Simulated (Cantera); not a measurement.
A Cantera script and its output.

```python
import numpy as np
import cantera as ct

gas = ct.Solution("gri30.yaml")
gas.TPX = 1675, 13332, {'CH4': 1, 'H2O': 0.32}
reactor = ct.IdealGasConstPressureReactor(gas, energy="off", clone=False)
net = ct.ReactorNet([reactor])
net.rtol, net.atol = 1e-08, 1e-18
show = ['CH4', 'H2O', 'CH2O', 'C2H6', 'CH3']
times = np.geomspace(4e-06, 80, 9)

steps = ct.SolutionArray(gas, extra=["t"])
rows = []
print(f"{'t/s':>10s}{'T/K':>9s}{'P/Pa':>11s}" + "".join(f"{s:>11s}" for s in show))
for t in times:
    while net.time < t:
        t_next = net.step()
        steps.append(gas.state, t=t_next)
    rows.append([np.interp(t, steps.t, y) for y in (steps.T, steps.P, *steps(*show).X.T)])
    print(f"{t:10.3e}{rows[-1][0]:9.1f}{rows[-1][1]:11.4g}" + "".join(f"{x:11.3e}" for x in rows[-1][2:]))
rate = np.gradient(steps.T, steps.t)
print("integrator steps:", len(steps.t))
if steps.T.max() > steps.T[0] + 200:
    print(f"time of steepest temperature rise: {steps.t[rate.argmax()]:.4e} s")
gas.TPX = 1675, 13332, {'CH4': 1, 'H2O': 0.32}
gas.equilibrate("TP")
print(f"equilibrium (TP): T = {gas.T:.1f} K  " + "  ".join(f"{s} {gas[s].X[0]:.3e}" for s in show))
```

Result:

```
       t/s      T/K       P/Pa        CH4        H2O       CH2O       C2H6        CH3
 4.000e-06   1675.0  1.333e+04  7.576e-01  2.424e-01  1.694e-12  2.816e-10  1.821e-05
 3.271e-05   1675.0  1.333e+04  7.574e-01  2.424e-01  6.209e-10  1.674e-07  1.540e-04
 2.675e-04   1675.0  1.333e+04  7.557e-01  2.423e-01  2.604e-07  6.269e-05  1.139e-03
 2.187e-03   1675.0  1.333e+04  7.161e-01  2.388e-01  1.165e-05  1.935e-03  3.951e-03
 1.789e-02   1675.0  1.333e+04  3.926e-01  1.930e-01  4.443e-06  5.918e-04  2.268e-03
 1.463e-01   1675.0  1.333e+04  9.254e-02  1.417e-01  7.344e-07  3.844e-05  6.325e-04
 1.196e+00   1675.0  1.333e+04  2.097e-02  7.542e-02  1.028e-07  2.411e-06  1.654e-04
 9.783e+00   1675.0  1.333e+04  6.600e-03  3.748e-03  6.366e-09  2.912e-07  4.971e-05
 8.000e+01   1675.0  1.333e+04  4.786e-03  1.230e-07  5.130e-09  1.929e-07  3.600e-05
integrator steps: 1929
equilibrium (TP): T = 1675.0 K  CH4 4.786e-03  H2O 1.232e-07  CH2O 5.130e-09  C2H6 1.929e-07  CH3 3.600e-05
```

Model: GRI-Mech 3.0 (53 species, 325 reactions), integrated in Cantera. GRI-Mech 3.0 stops at C3 and has no aromatics, soot or wall deposition, so with more carbon than oxygen in the feed, carbon stays in small species such as C2H2 where larger ones or solid carbon would form.
